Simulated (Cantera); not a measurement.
**SiHCl3 + Cl2 + N2 (silicon epitaxy and polysilicon growth)**

Feed: 1 mol SiHCl3, 0.0094 mol Cl2, 200 mol N2, at 1052 °C and 0.00180 bar.

Equilibrium computed with Cantera from the NASA thermochemical tables; the gas is ideal and each condensed phase is pure. Candidate condensed phases: NH4Cl, Si, Si3N4; 28 gas species. N2 is the only nitrogen source here; it is nearly inert below about 1500 K, so the nitride shown seldom forms there in practice. The tables' values for SiCl3 are old estimates; treat these amounts as uncertain. The numbers say what is thermodynamically allowed, not how fast it happens.

```yaml
x(N2): 0.991
x(HCl): 0.00471
x(SiCl2): 0.00333
x(SiCl3): 0.000545
x(SiCl4): 0.000484
x(H2): 0.000120
x(Cl): 1.39e-5
n(Si3N4(s)): 0.0401 mol
gas_amount: 201.8 mol
log10 activity of Si(s) (absent): -2.18
```
